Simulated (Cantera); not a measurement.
**Diamond growth**

A diamond (100) surface in a fixed gas of H2 with x(CH4) = 0.0086, x(H) = 0.016, x(CH3) = 0.00012, 28.5 Torr; coverages are run to steady state.

Computed with Cantera and the Harris–Goodwin 1993 mechanism for the reconstructed diamond (100) surface.

```json
[
 {"T (K)": "900", "growth (µm/h)": "1.42", "θ c6HH": "0.687", "θ c6H*": "0.0105", "θ c6*H": "0.291", "θ c6**": "0.00437", "θ c6HM": "0.00630"},
 {"T (K)": "975", "growth (µm/h)": "2.12", "θ c6HH": "0.616", "θ c6H*": "0.0162", "θ c6*H": "0.354", "θ c6**": "0.00811", "θ c6HM": "0.00449"},
 {"T (K)": "1050", "growth (µm/h)": "2.85", "θ c6HH": "0.550", "θ c6H*": "0.0230", "θ c6*H": "0.409", "θ c6**": "0.0136", "θ c6HM": "0.00318"},
 {"T (K)": "1125", "growth (µm/h)": "3.17", "θ c6HH": "0.491", "θ c6H*": "0.0305", "θ c6*H": "0.455", "θ c6**": "0.0211", "θ c6HM": "0.00200"},
 {"T (K)": "1200", "growth (µm/h)": "2.56", "θ c6HH": "0.438", "θ c6H*": "0.0385", "θ c6*H": "0.491", "θ c6**": "0.0306", "θ c6HM": "0.000931"},
 {"T (K)": "1275", "growth (µm/h)": "1.66", "θ c6HH": "0.392", "θ c6H*": "0.0467", "θ c6*H": "0.519", "θ c6**": "0.0420", "θ c6HM": "0.000303"},
 {"T (K)": "1350", "growth (µm/h)": "1.29", "θ c6HH": "0.352", "θ c6H*": "0.0547", "θ c6*H": "0.538", "θ c6**": "0.0550", "θ c6HM": "8.40e-5"}
]
```
θ: site fractions in the mechanism's names (c6HH fully hydrogenated, c6H* and c6*H radical sites, c6** diradical, c6HM methylated).
